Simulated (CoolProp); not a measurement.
R113 at 298.15 K and 0.644 MPa is throttled through a valve to 0.216 MPa with no heat exchange. Each further row changes one setting.

Computed with CoolProp (reference Helmholtz-energy equation of state, Marx 1992).

```csv
case,temperature change (K)
as stated,+0.2
outlet pressure 0.0648 MPa,+0.2
outlet pressure 0.281 MPa,+0.1
```
